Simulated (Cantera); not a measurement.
# Low-pressure radical oxidation in H2/O2

An isothermal, constant-pressure homogeneous reactor starts with H₂ : O₂ = 0.22 : 1 (molar parts), equivalence ratio 0.11, at 1073 K and 0.0120 bar.

Model: GRI-Mech 3.0 (53 species, 325 reactions), integrated in Cantera. Radical loss at walls, strong at low pressure, is not modelled. The temperature is held fixed by assumption; the heat of reaction is taken as removed at once.

| t (s) | x H₂ | x O₂ | x O | x H₂O | x H | x OH | x H₂O₂ |
|---|---|---|---|---|---|---|---|
| 8.00e-6 | 0.180 | 0.820 | 2.34e-12 | <1e-12 | 6.42e-11 | 2.19e-12 | <1e-12 |
| 2.87e-5 | 0.180 | 0.820 | 2.73e-11 | 9.13e-12 | 2.19e-10 | 2.23e-11 | <1e-12 |
| 0.000103 | 0.180 | 0.820 | 2.95e-10 | 2.77e-10 | 8.31e-10 | 1.78e-10 | <1e-12 |
| 0.000368 | 0.180 | 0.820 | 4.95e-9 | 1.04e-8 | 8.42e-9 | 2.42e-9 | 2.18e-12 |
| 0.00132 | 0.180 | 0.820 | 5.18e-6 | 1.36e-5 | 8.36e-6 | 2.48e-6 | 6.61e-11 |
| 0.00473 | 0.00766 | 0.736 | 0.0497 | 0.145 | 0.0558 | 0.00583 | 2.32e-7 |
| 0.0169 | 0.00261 | 0.783 | 0.0161 | 0.185 | 0.00985 | 0.00339 | 3.49e-7 |
| 0.0607 | 0.000203 | 0.800 | 0.00122 | 0.197 | 0.000192 | 0.000894 | 3.06e-7 |
| 0.217 | 1.30e-5 | 0.802 | 8.22e-5 | 0.198 | 3.35e-6 | 0.000232 | 1.15e-7 |
| 0.779 | 1.45e-6 | 0.802 | 9.96e-6 | 0.198 | 1.41e-7 | 8.11e-5 | 3.60e-8 |
| 2.79 | 2.48e-7 | 0.802 | 1.80e-6 | 0.198 | 1.09e-8 | 3.45e-5 | 1.12e-8 |
| 10.0 | 5.36e-8 | 0.802 | 4.01e-7 | 0.198 | 1.14e-9 | 1.63e-5 | 3.44e-9 |
x: mole fraction; the columns are a selection and need not sum to one.

Equilibrium at this temperature and pressure: H₂ 1.35e-9, O₂ 0.802, O 1.02e-8, H₂O 0.198, H 4.74e-12, OH 2.59e-6, H₂O₂ 1.31e-10 (gas phase only).
